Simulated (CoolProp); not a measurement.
Saturation properties of water (Tc = 647.1 K, pc = 22.06 MPa, ω = 0.344).

Values from CoolProp's reference Helmholtz-energy equation of state, Wagner 2002.

```
T (K)     p (MPa)  liquid cp (kJ/(kg K))  liquid conductivity (mW/(m K))
-----  ----------  ---------------------  ------------------------------
350.9     0.04326                  4.195                             665
364.2     0.07303                  4.206                             673
377.5      0.1182                  4.221                             679
390.7      0.1837                  4.240                             682
404    (withheld)             (withheld)                             683
417.3      0.4060                  4.292                             682
430.6  (withheld)             (withheld)                             679
443.9      0.8066             (withheld)                             675
457.2       1.100             (withheld)                             669
```

### Question
Fill in the missing entries.

### Answer

- 404, p (MPa): 0.2772
- 404, liquid cp (kJ/(kg K)): 4.263
- 430.6, p (MPa): 0.5792
- 430.6, liquid cp (kJ/(kg K)): 4.328
- 443.9, liquid cp (kJ/(kg K)): 4.370
- 457.2, liquid cp (kJ/(kg K)): 4.421

It boils at 373.1 K under 1 atm.

Thermal conductivity comes from a separate model (Huber 2012).
